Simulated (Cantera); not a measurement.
## SiC + Si + H2 (sublimation and decomposition of ceramics)

A closed system holds: 1 mol SiC, 0.44 mol Si, 4.3 mol H2, equilibrated at 2425 K and 2.60e-5 bar.

These are equilibrium values from Cantera (NASA tables, ideal gas, pure condensed phases), not measurements of a reactor. Candidate condensed phases: C, C6H6, C7H8, C8H18, Si, SiC; 87 gas species. The numbers say what is thermodynamically allowed, not how fast it happens.

```json
{
  "x(H)": "0.791",
  "x(Si)": "0.124",
  "x(H2)": "0.0507",
  "x(SiC2)": "0.0257",
  "x(C3)": "0.00573",
  "x(C)": "0.00221",
  "x(C2)": "0.000521",
  "x(C2H2 (acetylene))": "0.000396",
  "x(C2H)": "0.000376",
  "n(C(graphite))": "0.292 mol",
  "gas_amount": "9.628 mol",
  "log10 activity of Si(l) (absent)": "-2.92"
}
```
